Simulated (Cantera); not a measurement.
Feed: 1 mol CCl4, 0.086 mol H2, held at 1527 °C and 1.80 Pa.

These are equilibrium values from Cantera (NASA tables, ideal gas, pure condensed phases), not measurements of a reactor. The numbers say what is thermodynamically allowed, not how fast it happens.

```tsv
species	before	after
Cl	0.957	0.773
Cl2	0.000165	0.177
HCl	0.0427	0.0506
H	0.000243	<1e-9
C(graphite), mol	1.000	1.00
```
Gas species are given as mole fractions.

Q: Which change was made?
A) temperature from 1527 °C to 2325 °C
B) H2 from 0.086 to 2.1 mol
C) temperature from 1527 °C to 977 °C
D) 0.022 mol CH4 added

A: C, temperature from 1527 °C to 977 °C
